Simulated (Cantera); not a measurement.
What does this Cantera script print?

```python
import numpy as np
import cantera as ct

gas_names = """
    C CH CH2 CH3 CH2OH CH3O CH4 CH3OH CO COS CO2 COOH CS CS2 C2 C2H CHCO,ketyl C2H2,acetylene
    C2H2,vinylidene CH2CO,ketene C2H3,vinyl CH3CO,acetyl C2H4 C2H4O,ethylen CH3CHO,ethanal CH3COOH
    (HCOOH)2 C2H5 C2H6 CH3OCH3 C2H5OH C2O C3 C3H3,propargyl C3H4,allene C3H4,propyne C3H4,cyclo-
    C3H5,allyl C3H6,propylene C3H6,cyclo- C3H6O C3H7,n-propyl C3H7,i-propyl C3H8 C3H8O,1propanol
    C3H8O,2propanol C3O2 C4 C4H2 C4H4,1,3-cyclo- C4H6,butadiene C4H6,2-butyne C4H6,cyclo- C4H8,1-butene
    C4H8,cis2-buten C4H8,tr2-butene C4H8,isobutene C4H8,cyclo- (CH3COOH)2 C4H9,n-butyl C4H9,i-butyl
    C4H9,s-butyl C4H9,t-butyl C4H10,isobutane C4H10,n-butane C5 C5H6,1,3cyclo- C5H8,cyclo-
    C5H10,1-pentene C5H10,cyclo- C5H11,pentyl C5H11,t-pentyl C5H12,n-pentane C5H12,i-pentane
    CH3C(CH3)2CH3 C6H2 C6H5,phenyl C6H5O,phenoxy C6H6 C6H5OH,phenol C6H10,cyclo- C6H12,1-hexene
    C6H12,cyclo- C6H13,n-hexyl C7H7,benzyl C7H8 C7H8O,cresol C7H14,1-heptene C7H15,n-heptyl
    C7H16,n-heptane C8H8,styrene C8H10,ethylbenz C8H16,1-octene C8H17,n-octyl C8H18,isooctane
    C8H18,n-octane C9H19,n-nonyl C10H8,naphthale C10H21,n-decyl C12H9,o-bipheny C12H10,bipheny H HCO HO2
    H2 HCHO,formaldehy HCOOH H2O H2O2 H2S H2SO4 Mg MgH MgO MgOH MgO2H2 MgS Mg2 O OH O2 O3 S SH SO SO2
    SO3 S2 S2O S8
""".split()
cond_names = """
    C(gr) C6H6(L) C7H8(L) C8H18(L),n-octa H2O(s) H2O(L) H2SO4(L) Mg(cr) Mg(L) MgCO3(s) MgO(s) MgO(L)
    MgO2H2(s) MgS(s) MgSO4(s) MgSO4(L) S(cr1) S(cr2) S(L)
""".split()


def load(file, names, dense=False):
    # The tables refer to 1 bar. Condensed volumes are neglected.
    table = {s.name: s for s in ct.Species.list_from_file(file)}
    out = []
    for n in names:
        d = dict(table[n].input_data)
        d["thermo"] = dict(d["thermo"], **{"reference-pressure": 1e5})
        if dense:
            d["equation-of-state"] = {"model": "constant-volume", "density": "1e6 g/cm^3"}
        out.append(ct.Species.from_dict(d))
    return out


gas = ct.Solution(thermo="ideal-gas", species=load("nasa_gas.yaml", gas_names))
cond = {s.name: ct.Solution(thermo="fixed-stoichiometry", species=[s], name=s.name)
        for s in load("nasa_condensed.yaml", cond_names, dense=True)}
atoms = {
    'MgSO4': {'Mg': 1, 'S': 1, 'O': 4},
    'C': {'C': 1},
    'H2O': {'H': 2, 'O': 1},
}
top_T = {'C(gr)': 4500, 'MgS(s)': 2250}  # K; cautious upper limits of use, not melting points


def equilibrate(T, P, feed):
    n = {}
    for name, mol in feed.items():
        for a, k in atoms[name].items():
            n[a] = n.get(a, 0.0) + k * mol
    gas.TPX = T, P, n
    mass = sum(n.values()) * gas.mean_molecular_weight
    gas.equilibrate("TP")
    valid = [c for c in cond.values() if c.min_temp <= T <= top_T.get(c.name, c.max_temp)]
    mix = ct.Mixture([(gas, mass / gas.mean_molecular_weight)] + [(c, 0.0) for c in valid])
    mix.T, mix.P = T, P
    mix.equilibrate("TP", solver="vcs", rtol=1e-11, max_steps=5000)
    return mix


results = []
feed = {'MgSO4': 1, 'C': 0.082, 'H2O': 0.21}  # mol
P = 13332.2  # Pa
for T in [800, 900, 1000, 1100, 1200, 1300, 1400, 1500, 1600, 1700, 1800, 1900, 2000, 2100]:
    mix = equilibrate(T, P, feed)
    results.append((T, P, feed, dict(zip(mix.species_names, mix.species_moles))))
    x = sorted(zip(gas.X, gas.species_names), reverse=True)
    print(f"T = {T:g} K  P = {P:g} Pa  gas = {mix.phase_moles(0):.4g} mol")
    print("   x: " + "  ".join(f"{s} {v:.3e}" for v, s in x if v > 0.0001))
    print("   condensed (mol): " + ("  ".join(f"{mix.phase(i).name} {mix.phase_moles(i):.4g}"
          for i in range(1, mix.n_phases) if mix.phase_moles(i) > 1e-12) or "none"))
```

It prints:

```
T = 800 K  P = 13332.2 Pa  gas = 0.4557 mol
   x: H2O 4.607e-01  SO2 3.592e-01  CO2 1.799e-01  H2S 1.142e-04
   condensed (mol): MgO(s) 0.1638  MgSO4(s) 0.8362
T = 900 K  P = 13332.2 Pa  gas = 0.456 mol
   x: H2O 4.605e-01  SO2 3.596e-01  CO2 1.798e-01
   condensed (mol): MgO(s) 0.164  MgSO4(s) 0.836
T = 1000 K  P = 13332.2 Pa  gas = 0.456 mol
   x: H2O 4.605e-01  SO2 3.596e-01  CO2 1.798e-01
   condensed (mol): MgO(s) 0.164  MgSO4(s) 0.836
T = 1100 K  P = 13332.2 Pa  gas = 0.4565 mol
   x: H2O 4.600e-01  SO2 3.595e-01  CO2 1.796e-01  SO3 7.842e-04
   condensed (mol): MgO(s) 0.1644  MgSO4(s) 0.8356
T = 1200 K  P = 13332.2 Pa  gas = 0.5629 mol
   x: SO2 4.116e-01  H2O 3.731e-01  CO2 1.457e-01  O2 6.013e-02  SO3 9.476e-03
   condensed (mol): MgO(s) 0.237  MgSO4(s) 0.763
T = 1300 K  P = 13332.2 Pa  gas = 1.699 mol
   x: SO2 5.759e-01  O2 2.397e-01  H2O 1.236e-01  CO2 4.825e-02  SO3 1.257e-02
   condensed (mol): MgO(s) 1
T = 1400 K  P = 13332.2 Pa  gas = 1.704 mol
   x: SO2 5.800e-01  O2 2.419e-01  H2O 1.232e-01  CO2 4.811e-02  SO3 6.735e-03
   condensed (mol): MgO(s) 1
T = 1500 K  P = 13332.2 Pa  gas = 1.707 mol
   x: SO2 5.820e-01  O2 2.429e-01  H2O 1.230e-01  CO2 4.804e-02  SO3 3.914e-03  OH 1.489e-04
   condensed (mol): MgO(s) 1
T = 1600 K  P = 13332.2 Pa  gas = 1.708 mol
   x: SO2 5.830e-01  O2 2.434e-01  H2O 1.228e-01  CO2 4.800e-02  SO3 2.435e-03  OH 3.367e-04
   condensed (mol): MgO(s) 1
T = 1700 K  P = 13332.2 Pa  gas = 1.709 mol
   x: SO2 5.835e-01  O2 2.436e-01  H2O 1.225e-01  CO2 4.796e-02  SO3 1.603e-03  OH 6.912e-04
   condensed (mol): MgO(s) 1
T = 1800 K  P = 13332.2 Pa  gas = 1.71 mol
   x: SO2 5.837e-01  O2 2.436e-01  H2O 1.221e-01  CO2 4.790e-02  OH 1.309e-03  SO3 1.106e-03  O 1.645e-04
   condensed (mol): MgO(s) 1
T = 1900 K  P = 13332.2 Pa  gas = 1.711 mol
   x: SO2 5.835e-01  O2 2.433e-01  H2O 1.215e-01  CO2 4.778e-02  OH 2.314e-03  SO3 7.939e-04  O 4.030e-04  SO 1.853e-04  CO 1.454e-04
   condensed (mol): MgO(s) 1
T = 2000 K  P = 13332.2 Pa  gas = 1.713 mol
   x: SO2 5.827e-01  O2 2.429e-01  H2O 1.204e-01  CO2 4.752e-02  OH 3.855e-03  O 9.030e-04  SO3 5.890e-04  SO 4.810e-04  CO 3.493e-04  H2 1.931e-04
   condensed (mol): MgO(s) 1
T = 2100 K  P = 13332.2 Pa  gas = 1.716 mol
   x: SO2 5.812e-01  O2 2.421e-01  H2O 1.188e-01  CO2 4.702e-02  OH 6.097e-03  O 1.874e-03  SO 1.139e-03  CO 7.665e-04  SO3 4.491e-04  H2 3.920e-04  H 1.690e-04
   condensed (mol): MgO(s) 1
```

These are equilibrium values from Cantera (NASA tables, ideal gas, pure condensed phases), not measurements of a reactor. Mutual solubility and eutectic melting of coexisting phases are not modelled.
